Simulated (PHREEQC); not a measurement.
0.32 g of hydrous ferric oxide (600 m²/g; 0.2 weak and 0.005 strong sites per Fe, Dzombak-Morel constants, diffuse double layer) in 1 kg of water with 0.01 mol/kgw of an inert sodium salt, at 25 °C; the pH is set by adding NaOH or the inert anion's acid. Oxygen is held at 0.21 atm. The system is closed to CO2. Precipitation was switched off in this run.

The numbers come from PHREEQC with the ion-association model, wateq4f.dat.

```
pH    surface charge σ (C/m²)  surface potential ψ (mV)
----  -----------------------  ------------------------
4                       0.217                       185
4.5                     0.161                       170
5                       0.114                       152
5.5                     0.077                       132
6                       0.050                       110
6.5                     0.030                       ___
7                       0.017                        61
7.5                     0.008                       ___
8                       0.001                         6
8.5                    -0.005                       -22
9                      -0.013                       ___
9.5                    -0.024                       -75
10                     -0.040                      -100
10.5                   -0.065                      -123
11                     -0.099                      -143
11.5                   -0.151                      -159
12                     -0.229                      -168
```

Some entries are withheld; supply them.


- 6.5, surface potential ψ (mV): 86
- 7.5, surface potential ψ (mV): 34
- 9, surface potential ψ (mV): -49

Species that the database lacks are ignored.
